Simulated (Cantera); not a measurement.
Gas mixture: N2O = 0.38 (molar parts), at 33000 Pa, frozen composition.

Cantera's kinetic-theory transport with the Lennard-Jones parameters of GRI-Mech 3.0, ideal gas; thermal conductivity in the multicomponent form. The composition is frozen, though it would react at the higher temperatures.

D: mixture-averaged diffusion coefficient of that species in the mixture.

| T (K) | ρ (kg/m³) | cp (J/kg/K) | μ (µPa s) | λ (mW/m/K) | Pr | D (cm²/s) OH | D (cm²/s) NO | D (cm²/s) CO2 |
|---|---|---|---|---|---|---|---|---|
| 400 | 0.437 | 970.3 | 19.5 | 25.3 | 0.746 | 1.26 | 0.793 | 0.590 |
| 650 | 0.269 | [?] | [?] | [?] | 0.744 | [?] | [?] | [?] |
| 900 | 0.194 | 1227 | 37.1 | 61.4 | 0.741 | 5.09 | 3.23 | 2.54 |
| 1150 | 0.152 | 1285 | [?] | [?] | 0.738 | [?] | [?] | [?] |
| 1400 | 0.125 | 1327 | 50.5 | 91.0 | 0.736 | 10.7 | 6.79 | 5.42 |
| 1650 | 0.106 | 1359 | 56.4 | 104 | 0.734 | 14.0 | 8.93 | 7.15 |

Question: Some entries are withheld; supply them.

Answer: 
- 650, cp (J/kg/K): 1127
- 650, μ (µPa s): 29.1
- 650, λ (mW/m/K): 44.1
- 650, D (cm²/s) OH: 2.93
- 650, D (cm²/s) NO: 1.86
- 650, D (cm²/s) CO2: 1.43
- 1150, μ (µPa s): 44.1
- 1150, λ (mW/m/K): 76.8
- 1150, D (cm²/s) OH: 7.69
- 1150, D (cm²/s) NO: 4.89
- 1150, D (cm²/s) CO2: 3.88
